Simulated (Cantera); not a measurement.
Catalytic combustion on Pt

An isothermal plug-flow reactor at 573 K and 1.01 bar (inlet), inlet velocity 1.1 m/s, active area per volume 7200 1/m; feed CO : O2 : N2 : H2O = 0.01 : 0.033 : 0.79 : 0.0065 (molar parts), equivalence ratio 0.15.

Model: Deutschmann's 1995 Pt surface mechanism with GRI-Mech 3.0 gas chemistry, integrated in Cantera. Catalytic surfaces can have several steady states; this one follows from the mechanism file's or the stated starting coverage. Mass transfer to the wall is taken as infinitely fast.

| z (m) | x CO | x O2 | x H2O | x CO2 | θ free Pt | θ O* | θ CO* |
|---|---|---|---|---|---|---|---|
| 0.0001 | 0.0119 | 0.0393 | 0.00774 | 8.00e-6 | 0.00415 | 0.00361 | 0.992 |
| 0.0002 | 0.0119 | 0.0393 | 0.00774 | 1.60e-5 | 0.00415 | 0.00361 | 0.992 |
| 0.00038 | 0.0119 | 0.0393 | 0.00774 | 3.04e-5 | 0.00415 | 0.00361 | 0.992 |
| 0.00073 | 0.0119 | 0.0393 | 0.00774 | 5.85e-5 | 0.00416 | 0.00362 | 0.992 |
| 0.0014 | 0.0118 | 0.0393 | 0.00774 | 0.000112 | 0.00417 | 0.00364 | 0.992 |
| 0.0027 | 0.0117 | 0.0392 | 0.00774 | 0.000218 | 0.00419 | 0.00368 | 0.992 |
| 0.0053 | 0.0115 | 0.0391 | 0.00774 | 0.000432 | 0.00424 | 0.00375 | 0.992 |
| 0.01 | 0.0111 | 0.0389 | 0.00775 | 0.000831 | 0.00433 | 0.00390 | 0.992 |
x: gas mole fraction; θ: surface coverage.
